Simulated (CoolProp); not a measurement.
Vapour-liquid equilibrium of R125 (1) + R143a (2) at 4.11 bar; x and y are mole fractions of (1).

Values from CoolProp's multi-fluid Helmholtz-energy mixture model, Lemmon 2005 and Lemmon and Jacobsen 2000; pair parameters Lemmon 2004.

Give the bubble temperature and the first vapour's composition at x = 0.35, 0.55, 0.75. Is there an azeotrope?

x = 0.35: 260.6 K, y = 0.357; x = 0.55: 260.3 K, y = 0.568; x = 0.75: 259.7 K, y = 0.771. y crosses x between x = 0.15 and 0.25: the model has an azeotrope there.

Pair parameters are fitted to limited data, so mixtures are less certain than the pure fluids.
